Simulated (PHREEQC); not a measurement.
Dissolve 0.0014 mol/kgw (NH4)2SO4 at 25 °C. Closed to the air; pH follows from the charge balance.

Equilibrium calculation in PHREEQC: ion-association model, wateq4f.dat.

```json
[
 {"quantity": "pH", "before": "5.95", "after": "2.92"},
 {"quantity": "NH4SO4- (mol/kgw)", "before": "3.69e-5", "after": "1.72e-5"},
 {"quantity": "NH3 (mol/kgw)", "before": "1.31e-6", "after": "6.13e-10"},
 {"quantity": "HSO4- (mol/kgw)", "before": "1.21e-7", "after": "0.000121"}
]
```

Task: Name the change that produced these shifts.
A) diluted 2-fold with water
B) (NH4)2SO4 from 0.0014 to 0.0007 mol/kgw
C) (NH4)2SO4 replaced by NH4HSO4 at the same molality
D) temperature from 25 to 50 °C
E) temperature from 25 to 30 °C

Result: C, (NH4)2SO4 replaced by NH4HSO4 at the same molality

No solid was allowed to form.
